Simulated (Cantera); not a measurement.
Charge: 1 mol C₂F₆, 7.9 mol H₂, equilibrated at 2625 K and 1.30e-5 bar.

These are equilibrium values from Cantera (NASA tables, ideal gas, pure condensed phases), not measurements of a reactor. Candidate condensed phases: C, C₆H₆, C₇H₈, C₈H₁₈; 95 gas species. The feed counts by its element totals alone. Rates play no part.

Base state: H 0.629, HF 0.191, F 0.120, C 0.0291, C₃ 0.0211, C₂ 0.00450, H₂ 0.00285, CF 0.00250 (mole fractions); condensed: gas only.

### Question
What changes in the equilibrium state with this change: temperature from 2625 K to 1123.15 K?

### Answer
| species | before | after |
|---|---|---|
| HF | 0.191 | 0.550 |
| H₂ | 0.00285 | 0.450 |
| H | 0.629 | 7.94e-6 |
| F | 0.120 | <1e-9 |
| C | 0.0291 | <1e-9 |
| C₃ | 0.0211 | <1e-9 |
| C₂ | 0.00450 | <1e-9 |
| CF | 0.00250 | <1e-9 |
| C₂H | 0.000203 | <1e-9 |
| C(graphite), mol | 0 | 2.00 |
